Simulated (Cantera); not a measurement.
A perfectly stirred reactor is fed with H₂ : O₂ : N₂ : H₂O = 1 : 1.09 : 4.09 : 0.76 (molar parts), equivalence ratio 0.46, at 750 Torr; it is adiabatic with a 600 K inlet, and is followed from long to short residence time, starting on the burning branch (τ in s: 0.021, 0.01, 0.0051, 0.0025, 0.0012, 0.00058, 0.00028, 0.00014, 6.7e-05, 3.3e-05).

Model: GRI-Mech 3.0 (53 species, 325 reactions), integrated in Cantera.

Question: What does this change do: H2 1 to 0.67 parts?

Answer: 
| quantity | before | after |
|---|---|---|
| blow-out, bracketed by the residence times tried | burning at 33.0 µs, the shortest tried | burning at 0.280 ms, out at 0.140 ms |
| x(H₂) at τ = 21.0 ms | 0.000437 | 0.000447 |
| x(O₂) at τ = 21.0 ms | 0.0912 | 0.120 |
| x(H₂O) at τ = 21.0 ms | 0.272 | 0.227 |
| x(H₂O₂) at τ = 21.0 ms | 3.67e-7 | 1.04e-6 |
| x(HO₂) at τ = 21.0 ms | 6.00e-6 | 1.62e-5 |
| x(H₂) at τ = 0.580 ms | 0.00442 | 0.00517 |
| x(O₂) at τ = 0.580 ms | 0.0914 | 0.122 |
| x(H₂O) at τ = 0.580 ms | 0.264 | 0.221 |
| x(H₂O₂) at τ = 0.580 ms | 1.72e-6 | 5.16e-6 |
| x(HO₂) at τ = 0.580 ms | 3.98e-5 | 8.10e-5 |
